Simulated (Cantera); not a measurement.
A perfectly stirred reactor is fed with 8.90 % H2, 10.7 % O2, 80.4 % N2, at 12000 Pa; it is held at 1325 K, and followed from long to short residence time.

Computed with Cantera and GRI-Mech 3.0 (53 species, 325 reactions). The temperature is held fixed by assumption; the heat of reaction is taken as removed at once.

x: mole fraction; the columns are a selection and need not sum to one.

```
τ (s)       x H2    x O2     x NO2       x H  x OH     x NO
------  --------  ------  --------  --------  ----  -------
5.1      7.28e-5  0.0655  9.96e-10   1.43e-5     …  9.46e-7
2.3     0.000124  0.0655  6.36e-10   3.19e-5     …  7.98e-7
1.1     0.000202  0.0655  4.44e-10   6.68e-5     …  7.56e-7
0.50    0.000338  0.0654  3.40e-10  0.000147     …  8.38e-7
0.23    0.000560  0.0653  2.96e-10  0.000317     …  1.09e-6
0.11    0.000897  0.0653  2.82e-10  0.000654     …  1.53e-6
0.049    0.00148  0.0652  2.80e-10   0.00142     …  2.33e-6
0.023    0.00233  0.0653  2.82e-10   0.00286     …  3.42e-6
0.011    0.00353  0.0654  2.81e-10   0.00544     …  4.70e-6
0.0049   0.00529  0.0658  2.62e-10    0.0102     …  5.94e-6
0.0022   0.00747  0.0666  2.15e-10    0.0169     …  6.15e-6
```

Task: What belongs in the gaps?

Result: 
- 5.1, x OH: 0.000337
- 2.3, x OH: 0.000440
- 1.1, x OH: 0.000563
- 0.50, x OH: 0.000732
- 0.23, x OH: 0.000947
- 0.11, x OH: 0.00121
- 0.049, x OH: 0.00156
- 0.023, x OH: 0.00197
- 0.011, x OH: 0.00244
- 0.0049, x OH: 0.00299
- 0.0022, x OH: 0.00350
